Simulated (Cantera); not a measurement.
# Diamond growth

A diamond (100) surface in a fixed gas of H2 with x(CH4) = 0.0025, x(H) = 0.00071, x(CH3) = 0.00035, 11000 Pa; coverages are run to steady state.

Detailed kinetics in Cantera: the Harris–Goodwin 1993 mechanism for the reconstructed diamond (100) surface.

| T (K) | growth (µm/h) | θ c6HH | θ c6H* | θ c6*H | θ c6** | θ c6HM |
|---|---|---|---|---|---|---|
| 900 | 7.66 | 0.467 | 0.00697 | 0.195 | 0.00251 | 0.264 |
| 975 | 11.8 | 0.464 | 0.0118 | 0.260 | 0.00493 | 0.194 |
| 1050 | 13.6 | 0.469 | 0.0186 | 0.333 | 0.00868 | 0.118 |
| 1125 | 9.56 | 0.477 | 0.0274 | 0.410 | 0.0137 | 0.0446 |
| 1200 | 5.05 | 0.465 | 0.0359 | 0.459 | 0.0184 | 0.0108 |
| 1275 | 3.48 | 0.447 | 0.0430 | 0.480 | 0.0220 | 0.00232 |
| 1350 | 2.86 | 0.437 | 0.0492 | 0.485 | 0.0244 | 0.000510 |
θ: site fractions in the mechanism's names (c6HH fully hydrogenated, c6H* and c6*H radical sites, c6** diradical, c6HM methylated).
